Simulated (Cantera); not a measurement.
Feed: 1 mol Al(CH3)3, 140 mol NH3, 120 mol H2, 1.4 mol H2O, at 1925 K and 97.0 mbar.

Equilibrium computed with Cantera from the NASA thermochemical tables; the gas is ideal and each condensed phase is pure. Candidate condensed phases: Al, AlN, Al2O3, C, C6H6, C7H8, C8H18, H2O; 148 gas species. The feed counts by its element totals alone. Rates play no part.

Base state: H2 0.821, N2 0.169, CO 0.00343, HCN 0.00325, H 0.00278, Al 0.000376, C2H2 (acetylene) 0.000243, HNC 0.000160 (mole fractions); condensed: AlN(s).

What changes in the equilibrium state with this change: temperature from 1925 K to 850 K?


```
species             before    after
----------------  --------  -------
H2                   0.821    0.819
N2                   0.169    0.174
CH4                2.74e-5  0.00745
CO                 0.00343  4.68e-9
Al                0.000376    <1e-9
H                  0.00278    <1e-9
C2H2 (acetylene)  0.000243    <1e-9
HNC               0.000160    <1e-9
AlN(s), mol          0.832   0.0667
Al2O3(s), mol            0    0.467
```
